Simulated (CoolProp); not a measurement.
Properties of the fluoroketone C6F12O (FK-5-1-12) along the isobar 5.71 bar.

The numbers come from the reference Helmholtz-energy equation of state, McLinden 2015 in CoolProp.

| T (°C) | phase | density (kg/m³) | cp (kJ/(kg K)) | speed of sound (m/s) | Joule-Thomson coefficient (K/MPa) | fugacity coefficient |
|---|---|---|---|---|---|---|
| 15.75 | liquid | 1632 | 1.096 | 537.2 | -0.2702 | … |
| 28.15 | liquid | 1595 | 1.103 | 498.3 | … | 0.08109 |
| 40.55 | liquid | … | 1.112 | 459.8 | … | … |
| 52.85 | liquid | 1518 | 1.124 | 421.9 | -0.1720 | 0.1955 |
| 65.25 | liquid | 1476 | 1.138 | 384.0 | … | 0.2841 |
| 77.65 | liquid | 1431 | 1.155 | 346.3 | -0.05216 | 0.3974 |
| 90.05 | liquid | 1383 | 1.176 | 308.4 | 0.04026 | 0.5371 |
| 102.45 | liquid | 1330 | 1.203 | 269.8 | 0.1734 | 0.7038 |
| 114.75 | gas | 70.56 | 1.028 | … | 18.03 | 0.8298 |
| 127.15 | gas | 65.93 | 1.024 | 85.89 | 15.12 | 0.8490 |
| 139.55 | gas | 62.18 | 1.025 | 89.80 | 12.95 | 0.8654 |
| 151.95 | gas | 59.04 | 1.030 | 93.24 | 11.27 | 0.8795 |
| 164.35 | gas | 56.33 | 1.036 | 96.32 | 9.945 | 0.8917 |
| 176.65 | gas | 53.98 | 1.043 | 99.11 | 8.876 | 0.9024 |

Q: What belongs in the gaps?

A: 
- 15.75, fugacity coefficient: 0.04810
- 28.15, Joule-Thomson coefficient (K/MPa): -0.2445
- 40.55, density (kg/m³): 1557
- 40.55, Joule-Thomson coefficient (K/MPa): -0.2122
- 40.55, fugacity coefficient: 0.1292
- 65.25, Joule-Thomson coefficient (K/MPa): -0.1201
- 114.75, speed of sound (m/s): 81.28
